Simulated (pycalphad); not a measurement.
Computed with pycalphad from the COST 507 light-alloy database (1999), at 1 atm. These are 1990s assessments: newer ones move some temperatures and phases. Kinetics are ignored, which matters at the lower temperatures.

Molar enthalpy of Cu-24Si (at.%) in equilibrium (SER reference):

| T (K) | H (kJ/mol) | phases |
|---|---|---|
| 2250 | 64.45 | LIQUID |
| 2170 | 62.02 | LIQUID |
| 2090 | 59.59 | LIQUID |
| 2010 | 57.16 | LIQUID |
| 1930 | 54.73 | LIQUID |
| 1850 | 52.30 | LIQUID |
| 1770 | 49.87 | LIQUID |
| 1690 | 47.44 | LIQUID |
| 1610 | 45.01 | LIQUID |
| 1530 | 42.58 | LIQUID |
| 1450 | 40.14 | LIQUID |
| 1370 | 37.71 | LIQUID |
| 1290 | 35.29 | LIQUID |
| 1210 | 32.92 | LIQUID |
| 1170 | 31.76 | LIQUID |
| 1130 | 24.43 | CU19SI6_ETA |
| 1090 | 23.29 | CU19SI6_ETA |
| 1050 | 22.16 | CU19SI6_ETA |
| 970 | 19.92 | CU19SI6_ETA |
| 890 | 17.70 | CU19SI6_ETA |
| 810 | 15.51 | CU19SI6_ETA |
| 730 | 13.35 | CU19SI6_ETA |
| 650 | 11.22 | CU19SI6_ETA |
| 570 | 9.13 | CU19SI6_ETA |

Cooling from 1170 K to 1130 K, across the freezing range, releases 7.3 kJ/mol, or 133 J/g. The slope is 29 J/(mol K) in the liquid and 28 J/(mol K) just below the solidus, where it includes any heat of precipitation. Liquidus 1131 K, solidus 1131 K. Changes were sought between steps of 40 K, so a narrower field can be missed.

Database names, with the compositions (at.%) that they take in these runs: CU19SI6_ETA: Cu 76 Si 24.
